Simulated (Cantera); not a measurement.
**Gas-phase reforming**

A perfectly stirred reactor is fed with CH4 : H2O : H2 = 1 : 0.66 : 0.07 (molar parts), at 1.18 atm; it is held at 1875 K, and followed from long to short residence time.

Model: GRI-Mech 3.0 (53 species, 325 reactions), integrated in Cantera. GRI-Mech 3.0 stops at C3 and has no aromatics, soot or wall deposition, so with more carbon than oxygen in the feed, carbon stays in small species such as C2H2 where larger ones or solid carbon would form.

```tsv
τ (s)	x CH4	x H2O	x H2	x C2H4	x O2	x HO2	x CH2
27	0.00622	0.00149	0.749	0.000604	<1e-12	<1e-12	7.30e-8
8.1	0.00723	0.00472	0.746	0.000621	<1e-12	<1e-12	8.76e-8
2.5	0.00968	0.0135	0.737	0.000667	1.92e-12	<1e-12	1.25e-7
0.76	0.0148	0.0336	0.719	0.000776	1.16e-11	<1e-12	2.07e-7
0.23	0.0239	0.0703	0.685	0.000971	4.89e-11	<1e-12	3.70e-7
0.072	0.0387	0.122	0.636	0.00124	1.41e-10	<1e-12	6.45e-7
0.022	0.0641	0.181	0.572	0.00163	3.11e-10	<1e-12	1.07e-6
0.0067	0.108	0.234	0.499	0.00240	5.35e-10	1.13e-12	1.61e-6
0.0021	0.178	0.273	0.416	0.00436	7.90e-10	1.36e-12	2.26e-6
0.00063	0.283	0.309	0.309	0.00907	1.08e-9	1.53e-12	3.10e-6
0.00019	0.404	0.343	0.190	0.0150	1.13e-9	1.63e-12	3.98e-6
```
x: mole fraction; the columns are a selection and need not sum to one.
